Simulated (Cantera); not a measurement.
**Ignition delay**

Mixture: 4.23 % CH4, 11.1 % O2, 84.6 % N2, at 9.87 atm, adiabatic and at constant volume. Ignition delay is the time to a rise of 400 K.

Computed with Cantera and GRI-Mech 3.0 (53 species, 325 reactions).

```tsv
T0 (K)	delay (ms)
1123	20.7
1173	10.9
1223	5.90
1273	3.31
1323	1.90
1373	1.11
```

- apparent activation energy between 1273 and 1373 K = 160 kJ/mol
